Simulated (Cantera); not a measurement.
A closed system holds: 1 mol Si, 0.0031 mol O₂, 2.4 mol H₂, 0.66 mol H₂O, equilibrated at 1173.15 K and 10.0 mbar.

These are equilibrium values from Cantera (NASA tables, ideal gas, pure condensed phases), not measurements of a reactor. Candidate condensed phases: H₂O, Si, SiO₂; 18 gas species. Mutual solubility and eutectic melting of coexisting phases are not modelled. The tables hold silica as quartz up to 1696 K and as liquid above; real silica turns to tridymite and cristobalite and melts near 1996 K. The numbers say what is thermodynamically allowed, not how fast it happens.

Base state: H₂ 1.000, SiO 2.43e-5 (mole fractions); condensed: Si(s) + SiO₂(β-quartz).

**Question.** What changes in the equilibrium state with this change: temperature from 1173.15 K to 1500 K?

**Answer.** 
```csv
species,before,after
H₂,1.000,0.948
SiO,2.43e-5,0.0518
H,1.18e-6,0.000171
"Si(s), mol",0.667,0.583
"SiO₂(β-quartz), mol",0.333,0.249
```
